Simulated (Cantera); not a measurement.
Input: 1 mol Si2H6, 0.96 mol O2, equilibrated at 62.0 Pa.

Cantera equilibrium calculation (NASA polynomials, part measured and part estimated; ideal gas, pure solids and liquids). Candidate condensed phases: H2O, Si, SiO2; 18 gas species. The feed counts by its element totals alone. Mutual solubility and eutectic melting of coexisting phases are not modelled. Kinetics and transport are ignored. All values below are at 1023 K.

Base state: H2 1.000 (mole fractions); condensed: Si(s) + SiO2(β-quartz).

Problem. What changes in the equilibrium state with this change: Si2H6 replaced by TEOS?

Solution. 
```
species               before    after
-------------------  -------  -------
H2                     1.000    0.718
CO                         0    0.282
H2O                  1.69e-9  3.43e-5
CH4                        0  2.40e-5
CO2                        0  1.76e-5
Si(s), mol              1.04        0
SiO2(β-quartz), mol    0.960     1.00
C(graphite), mol           0     4.08
```
Further candidate phases: C, C6H6, C7H8, C8H18, SiC.
